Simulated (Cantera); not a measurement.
A closed system holds: 1 mol Si, 2.7 mol HCl, 5.1 mol H2, held at 0.810 bar.

Points: T (K) = 500, 600, 700, 800, 900, 1000, 1100, 1200, 1300, 1400, 1500, 1600.

Cantera's Mixture.equilibrate('TP', solver="vcs", rtol=1e-11, max_steps=5000) on the NASA tables stopped like this:

```
-02  HCL 4.189e-03  SiH2CL2 2.221e-03
   condensed (mol): Si(cr) 0.2555
T = 1000 K  P = 81000 Pa  gas = 7.072 mol
   x: H2 8.858e-01  SiCL4 6.325e-02  SiHCL3 3.689e-02  HCL 1.070e-02  SiH2CL2 2.321e-03
   condensed (mol): Si(cr) 0.2682
T = 1100 K  P = 81000 Pa  gas = 7.104 mol
   x: H2 8.770e-01  SiCL4 6.015e-02  SiHCL3 3.428e-02  HCL 2.269e-02  SiH2CL2 2.342e-03  SiCL3 2.273e-03  SiCL2 1.196e-03
   condensed (mol): Si(cr) 0.2876
T = 1200 K  P = 81000 Pa  gas = 7.163 mol
   x: H2 8.623e-01  SiCL4 5.361e-02  HCL 4.139e-02  SiHCL3 3.038e-02  SiCL3 5.354e-03  SiCL2 4.691e-03  SiH2CL2 2.254e-03
   condensed (mol): Si(cr) 0.31
ERROR: FAILURE its = 5001!

*******************************************************************************
CanteraError thrown by MultiPhase::equilibrate:
VCS solver failed. Return code: -1
*******************************************************************************
```

Q: What got this run through?

A: One answer among several that fit: The failure is numerical, not chemical. The same input converged with solver="gibbs", rtol=1e-10, max_steps=50000, and the result passed a check of the equilibrium conditions:
```
T = 500 K  P = 81000 Pa  gas = 7.041 mol
   x: H2 8.922e-01  SiCL4 6.115e-02  SiHCL3 4.552e-02  SiH2CL2 1.163e-03
   condensed (mol): Si(cr) 0.2408
T = 600 K  P = 81000 Pa  gas = 7.043 mol
   x: H2 8.924e-01  SiCL4 6.224e-02  SiHCL3 4.376e-02  SiH2CL2 1.542e-03
   condensed (mol): Si(cr) 0.2425
T = 700 K  P = 81000 Pa  gas = 7.045 mol
   x: H2 8.925e-01  SiCL4 6.330e-02  SiHCL3 4.203e-02  SiH2CL2 1.836e-03
   condensed (mol): Si(cr) 0.2449
T = 800 K  P = 81000 Pa  gas = 7.049 mol
   x: H2 8.921e-01  SiCL4 6.407e-02  SiHCL3 4.041e-02  SiH2CL2 2.059e-03  HCL 1.279e-03
   condensed (mol): Si(cr) 0.2486
T = 900 K  P = 81000 Pa  gas = 7.056 mol
   x: H2 8.903e-01  SiCL4 6.425e-02  SiHCL3 3.879e-02  HCL 4.189e-03  SiH2CL2 2.221e-03
   condensed (mol): Si(cr) 0.2555
T = 1000 K  P = 81000 Pa  gas = 7.072 mol
   x: H2 8.858e-01  SiCL4 6.325e-02  SiHCL3 3.689e-02  HCL 1.070e-02  SiH2CL2 2.321e-03
   condensed (mol): Si(cr) 0.2682
T = 1100 K  P = 81000 Pa  gas = 7.104 mol
   x: H2 8.770e-01  SiCL4 6.015e-02  SiHCL3 3.428e-02  HCL 2.269e-02  SiH2CL2 2.342e-03  SiCL3 2.273e-03  SiCL2 1.196e-03
   condensed (mol): Si(cr) 0.2876
T = 1200 K  P = 81000 Pa  gas = 7.163 mol
   x: H2 8.623e-01  SiCL4 5.361e-02  HCL 4.139e-02  SiHCL3 3.038e-02  SiCL3 5.354e-03  SiCL2 4.691e-03  SiH2CL2 2.254e-03
   condensed (mol): Si(cr) 0.31
T = 1300 K  P = 81000 Pa  gas = 7.261 mol
   x: H2 8.409e-01  HCL 6.607e-02  SiCL4 4.253e-02  SiHCL3 2.466e-02  SiCL2 1.384e-02  SiCL3 9.961e-03  SiH2CL2 2.018e-03
   condensed (mol): Si(cr) 0.3242
T = 1400 K  P = 81000 Pa  gas = 7.4 mol
   x: H2 8.149e-01  HCL 9.270e-02  SiCL2 3.112e-02  SiCL4 2.791e-02  SiHCL3 1.737e-02  SiCL3 1.430e-02  SiH2CL2 1.625e-03
   condensed (mol): Si(cr) 0.3165
T = 1500 K  P = 81000 Pa  gas = 7.549 mol
   x: H2 7.908e-01  HCL 1.147e-01  SiCL2 5.347e-02  SiCL3 1.547e-02  SiCL4 1.421e-02  SiHCL3 1.014e-02  SiH2CL2 1.151e-03
   condensed (mol): Si(cr) 0.2868
T = 1600 K  P = 81000 Pa  gas = 7.662 mol
   x: H2 7.745e-01  HCL 1.280e-01  SiCL2 7.292e-02  SiCL3 1.303e-02  SiCL4 5.733e-03  SiHCL3 5.009e-03
   condensed (mol): Si(cr) 0.2532
```

The gas is ideal and each condensed phase is pure. The tables' values for SiCl3 are old estimates; treat these amounts as uncertain.
